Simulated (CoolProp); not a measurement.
R410A along the isobar 11.4 bar: density (kg/m³) from the reference equation and from simpler models built on Tc = 71.3 °C, pc = 49.01 bar, ω = 0.296; each cubic takes its own stable root.

The numbers come from the reference Helmholtz-energy equation of state, Lemmon 2003 in CoolProp. It is a pseudo-pure fit of the blend.

| T (°C) | phase | reference | van der Waals | Redlich-Kwong |
|---|---|---|---|---|
| -53.35 | liquid | ___ | 747.8 | ___ |
| -45.55 | liquid | 1333 | 734.6 | 1073 |
| -37.85 | liquid | 1309 | 720.9 | ___ |
| -30.05 | liquid | 1283 | 706.2 | ___ |
| -22.25 | liquid | 1256 | 47.96 | 999.2 |
| -14.55 | liquid | 1228 | ___ | 971.8 |
| -6.75 | liquid | 1199 | 43.75 | ___ |
| 1.05 | liquid | 1167 | ___ | 44.01 |
| 32.05 | gas | 38.38 | 36.28 | 37.18 |

**Question.** What belongs in the gaps?

**Answer.** 
- -53.35, reference: 1358
- -53.35, Redlich-Kwong: 1095
- -37.85, Redlich-Kwong: 1050
- -30.05, Redlich-Kwong: 1025
- -14.55, van der Waals: 45.75
- -6.75, Redlich-Kwong: 942.1
- 1.05, van der Waals: 41.96

At some of these states van der Waals, Redlich-Kwong gives the other phase, because its saturation line lies elsewhere.
